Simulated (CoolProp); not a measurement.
The fluid at 435.19 K and 0.0533 MPa flows at 4.7 m/s in a round tube of 2 mm bore and 0.25 µm roughness, fully developed (64/Re and Nu = 3.66 if laminar; Colebrook and Gnielinski if turbulent). The same conditions are run with several fluids, on thermodynamics alone (safety and materials aside).

The numbers come from the reference Helmholtz-energy equation of state of each fluid (m-xylene: Zhou 2012; c-C4F8 (RC318): Platzer 1990; R142b: Lemmon 2006; propylene: Lemmon 2013; R123: Younglove 1994) in CoolProp. The equations of Platzer and Polt are older, rougher fits.

Question: Rank m-xylene, c-C4F8 (RC318), R142b, propylene, R123 by Reynolds number, highest first.

Answer: c-C4F8 (RC318) (1660), m-xylene (1600), R123 (1390), R142b (928), propylene (470)

```tsv
fluid	Darcy friction factor	pressure drop (Pa/m)	heat-transfer coefficient (W/(m² K))	mass flow (kg/h)
m-xylene	0.0400	352	39.2	0.0847
c-C4F8 (RC318)	0.0385	629	39.4	0.157
R142b	0.0689	566	40.0	0.0790
propylene	0.136	467	61.2	0.0330
R123	0.0462	578	31.2	0.120
```

Transport values come from each fluid's own correlations; those of c-C4F8 (RC318), R142b, propylene are estimates that may be off by 10 % or more.
